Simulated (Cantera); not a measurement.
Low-pressure radical oxidation in H2/O2

An isothermal, constant-pressure homogeneous reactor starts with H2 : O2 : H2O = 0.15 : 1 : 0.013 (molar parts), equivalence ratio 0.075, at 1098 K and 1.50 Torr.

Model: the H2/O2 subset of GRI-Mech 3.0, which has no nitrogen chemistry, integrated in Cantera. Radical loss at walls, strong at low pressure, is not modelled. The temperature is held fixed by assumption; the heat of reaction is taken as removed at once.

```tsv
t (s)	x H2	x O2	x H2O2	x H2O	x HO2	x H
0.000800	0.129	0.860	<1e-12	0.0112	1.48e-9	1.43e-9
0.00205	0.129	0.860	2.33e-12	0.0112	3.81e-9	8.11e-9
0.00528	0.129	0.860	1.56e-11	0.0112	1.04e-8	3.86e-7
0.0136	0.115	0.851	9.73e-9	0.0213	8.01e-7	0.00563
0.0348	0.00435	0.782	2.74e-8	0.113	1.37e-6	0.0417
0.0894	0.00395	0.790	2.89e-8	0.118	1.39e-6	0.0355
0.230	0.00314	0.806	3.34e-8	0.127	1.42e-6	0.0236
0.590	0.00166	0.829	4.13e-8	0.140	1.37e-6	0.00837
1.52	0.000420	0.845	4.38e-8	0.148	9.76e-7	0.00102
3.89	6.25e-5	0.849	2.94e-8	0.149	3.93e-7	5.78e-5
10.0	9.69e-6	0.850	1.38e-8	0.150	1.04e-7	3.56e-6
```
x: mole fraction; the columns are a selection and need not sum to one.

Equilibrium at this temperature and pressure: H2 4.59e-9, O2 0.850, H2O2 5.46e-11, H2O 0.150, HO2 2.87e-9, H 3.77e-11 (gas phase only).
